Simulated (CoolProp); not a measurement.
A single-stage vapour-compression cycle with hydrogen sulfide: evaporating at 203.15 K (dew point), condensing at 271.15 K (bubble point), superheat 10 K, subcooling 8 K, compressor efficiency 0.9, no pressure losses. Each further row changes one setting.

Model: reference Helmholtz-energy equation of state, Lemmon 2006, in CoolProp. It is a short technical equation, of lower accuracy than the large ones.

```json
[
 {"case": "as stated", "cooling COP": "1.97", "pressure ratio": "16.1", "discharge temperature (K)": "441.5", "refrigerating effect (kJ/kg)": "447", "volumetric capacity (kJ/m³)": "525"},
 {"case": "evaporating temperature 208.15 K", "cooling COP": "2.25", "pressure ratio": "12.3", "discharge temperature (K)": "421.9", "refrigerating effect (kJ/kg)": "451", "volumetric capacity (kJ/m³)": "684"},
 {"case": "condensing temperature 266.15 K", "cooling COP": "2.18", "pressure ratio": "13.9", "discharge temperature (K)": "425.3", "refrigerating effect (kJ/kg)": "457", "volumetric capacity (kJ/m³)": "537"},
 {"case": "subcooling 13 K", "cooling COP": "2.02", "pressure ratio": "16.1", "discharge temperature (K)": "441.5", "refrigerating effect (kJ/kg)": "457", "volumetric capacity (kJ/m³)": "537"},
 {"case": "superheat 20 K", "cooling COP": "1.92", "pressure ratio": "16.1", "discharge temperature (K)": "460.6", "refrigerating effect (kJ/kg)": "457", "volumetric capacity (kJ/m³)": "512"},
 {"case": "compressor efficiency 0.8", "cooling COP": "1.75", "pressure ratio": "16.1", "discharge temperature (K)": "467.2", "refrigerating effect (kJ/kg)": "447", "volumetric capacity (kJ/m³)": "525"}
]
```
